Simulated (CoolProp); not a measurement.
The fluid at 298.15 K and 12.1 MPa flows at 2.7 m/s in a round tube of 2 mm bore and 0.25 µm roughness, fully developed (64/Re and Nu = 3.66 if laminar; Colebrook and Gnielinski if turbulent). The same conditions are run with several fluids, on thermodynamics alone (safety and materials aside).

Computed with CoolProp (reference Helmholtz-energy equation of state of each fluid (toluene: Lemmon 2006; R125: Lemmon 2005; c-C4F8 (RC318): Platzer 1990; R152A: Outcalt 1996; propane: Lemmon 2009)). The equations of Platzer and Polt are older, rougher fits.

| fluid | Reynolds number | Darcy friction factor | pressure drop (Pa/m) | heat-transfer coefficient (W/(m² K)) | mass flow (kg/h) |
|---|---|---|---|---|---|
| toluene | 7720 | 0.0333 | 52800 | 4280 | 26.6 |
| R125 | 36900 | 0.0228 | 53700 | 6450 | 39.5 |
| c-C4F8 (RC318) | 17900 | 0.0269 | 76600 | 4840 | 47.8 |
| R152A | 26300 | 0.0245 | 41800 | 7220 | 28.6 |
| propane | 24000 | 0.0251 | 23700 | 6200 | 15.9 |

Transport values come from each fluid's own correlations; those of c-C4F8 (RC318), R152A are estimates that may be off by 10 % or more.
